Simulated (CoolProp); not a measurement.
Computed with CoolProp (reference Helmholtz-energy equation of state, Gao 2022).

Problem. Give the vapour pressure (kPa), vapour density (kg/m³), enthalpy of vaporisation (kJ/kg), liquid cp (kJ/(kg K)) of saturated n-perfluorohexane at 29.75, 52.55 °C.

Solution. 
```csv
T (°C),p (kPa),vapour density (kg/m³),enthalpy of vaporisation (kJ/kg),liquid cp (kJ/(kg K))
29.75,36.1,4.98,91.9,1.05
52.55,86.5,11.4,85.8,1.09
```
